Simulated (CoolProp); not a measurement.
n-octane at 581.3 K and 8.93 MPa flows at 0.23 m/s in a round tube of 4.6 mm bore and 0.25 µm roughness, fully developed (64/Re and Nu = 3.66 if laminar; Colebrook and Gnielinski if turbulent). Each further row changes one setting.

Computed with CoolProp (reference Helmholtz-energy equation of state, Beckmüller 2019).

```json
[
 {"case": "as stated", "Reynolds number": "7110", "Darcy friction factor": "___", "pressure drop (Pa/m)": "___", "heat-transfer coefficient (W/(m² K))": "655", "mass flow (kg/h)": "___"},
 {"case": "velocity 0.46 m/s", "Reynolds number": "14200", "Darcy friction factor": "0.0283", "pressure drop (Pa/m)": "288", "heat-transfer coefficient (W/(m² K))": "___", "mass flow (kg/h)": "12.2"},
 {"case": "diameter 9.2 mm", "Reynolds number": "14200", "Darcy friction factor": "0.0282", "pressure drop (Pa/m)": "36.0", "heat-transfer coefficient (W/(m² K))": "___", "mass flow (kg/h)": "___"}
]
```

Question: Some entries are withheld; supply them.

Answer: 
- as stated, Darcy friction factor: 0.0339
- as stated, pressure drop (Pa/m): 86.5
- as stated, mass flow (kg/h): 6.10
- velocity 0.46 m/s, heat-transfer coefficient (W/(m² K)): 1230
- diameter 9.2 mm, heat-transfer coefficient (W/(m² K)): 615
- diameter 9.2 mm, mass flow (kg/h): 24.4

Viscosity comes from a separate model (Huber 2004). Thermal conductivity comes from a separate model (Huber 2005).
